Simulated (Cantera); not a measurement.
Cantera run:

```python
import numpy as np
import cantera as ct

gas_names = """
    AL ALCL ALCL2 ALCL3 ALH ALN AL2 AL2CL6 CL CL2 H HCL H2 N NH NH2 NH3 N2 N2H2 N2H4
""".split()
cond_names = """
    AL(cr) AL(L) ALCL3(s) ALCL3(L) ALN(s) NH4CL(a) NH4CL(b)
""".split()


# ... load() reads the species with a 1 bar reference pressure and builds the phases ...
atoms = {
    'Al': {'AL': 1},
    'HCl': {'H': 1, 'CL': 1},
    'N2': {'N': 2},
}
top_T = {'ALN(s)': 2750}  # K; cautious upper limits of use, not melting points


# ... equilibrate(T, P, feed) seeds the gas with the atoms and calls Mixture.equilibrate('TP', solver="vcs", rtol=1e-11, max_steps=5000) ...
results = []
feed = {'Al': 1, 'HCl': 4.7, 'N2': 0.41}  # mol
for P in [1, 3.2, 10, 32, 100, 320, 1000, 3200, 10000, 32000, 100000]:
    for T in [400, 500, 600, 700, 800, 900, 1000, 1100, 1200, 1300, 1400, 1500]:
        mix = equilibrate(T, P, feed)
        results.append((T, P, feed, dict(zip(mix.species_names, mix.species_moles))))

for T, P, feed, n in results:
    print(f"{T:7g} {P:10.4g}  " + (" + ".join(c for c in cond_names if n.get(c, 0) > 1e-12) or "gas only"))
```

It prints:

```
    400          1  gas only
    500          1  gas only
    600          1  gas only
    700          1  gas only
    800          1  gas only
    900          1  gas only
   1000          1  gas only
   1100          1  gas only
   1200          1  gas only
   1300          1  gas only
   1400          1  gas only
   1500          1  gas only
    400        3.2  gas only
    500        3.2  gas only
    600        3.2  gas only
    700        3.2  gas only
    800        3.2  gas only
    900        3.2  gas only
   1000        3.2  gas only
   1100        3.2  gas only
   1200        3.2  gas only
   1300        3.2  gas only
   1400        3.2  gas only
   1500        3.2  gas only
    400         10  gas only
    500         10  gas only
    600         10  gas only
    700         10  gas only
    800         10  gas only
    900         10  gas only
   1000         10  gas only
   1100         10  gas only
   1200         10  gas only
   1300         10  gas only
   1400         10  gas only
   1500         10  gas only
    400         32  gas only
    500         32  gas only
    600         32  gas only
    700         32  gas only
    800         32  gas only
    900         32  gas only
   1000         32  gas only
   1100         32  gas only
   1200         32  gas only
   1300         32  gas only
   1400         32  gas only
   1500         32  gas only
    400        100  gas only
    500        100  gas only
    600        100  gas only
    700        100  gas only
    800        100  gas only
    900        100  gas only
   1000        100  gas only
   1100        100  gas only
   1200        100  gas only
   1300        100  gas only
   1400        100  gas only
   1500        100  gas only
    400        320  gas only
    500        320  gas only
    600        320  gas only
    700        320  gas only
    800        320  gas only
    900        320  gas only
   1000        320  gas only
   1100        320  gas only
   1200        320  gas only
   1300        320  gas only
   1400        320  gas only
   1500        320  gas only
    400       1000  NH4CL(a)
    500       1000  gas only
    600       1000  gas only
    700       1000  gas only
    800       1000  gas only
    900       1000  gas only
   1000       1000  gas only
   1100       1000  gas only
   1200       1000  gas only
   1300       1000  gas only
   1400       1000  gas only
   1500       1000  gas only
    400       3200  NH4CL(a)
    500       3200  gas only
    600       3200  gas only
    700       3200  gas only
    800       3200  gas only
    900       3200  gas only
   1000       3200  gas only
   1100       3200  gas only
   1200       3200  gas only
   1300       3200  gas only
   1400       3200  gas only
   1500       3200  gas only
    400      1e+04  ALCL3(s) + NH4CL(a)
    500      1e+04  gas only
    600      1e+04  gas only
    700      1e+04  gas only
    800      1e+04  gas only
    900      1e+04  gas only
   1000      1e+04  gas only
   1100      1e+04  gas only
   1200      1e+04  gas only
   1300      1e+04  gas only
   1400      1e+04  gas only
   1500      1e+04  gas only
    400    3.2e+04  ALCL3(s) + NH4CL(a)
    500    3.2e+04  NH4CL(b)
    600    3.2e+04  gas only
    700    3.2e+04  gas only
    800    3.2e+04  gas only
    900    3.2e+04  gas only
   1000    3.2e+04  gas only
   1100    3.2e+04  gas only
   1200    3.2e+04  gas only
   1300    3.2e+04  gas only
   1400    3.2e+04  gas only
   1500    3.2e+04  gas only
    400      1e+05  ALCL3(s) + NH4CL(a)
    500      1e+05  NH4CL(b)
    600      1e+05  gas only
    700      1e+05  gas only
    800      1e+05  gas only
    900      1e+05  gas only
   1000      1e+05  gas only
   1100      1e+05  gas only
   1200      1e+05  gas only
   1300      1e+05  gas only
   1400      1e+05  gas only
   1500      1e+05  gas only
```

These are equilibrium values from Cantera (NASA tables, ideal gas, pure condensed phases), not measurements of a reactor. The tables' values for AlCl2 are old estimates.
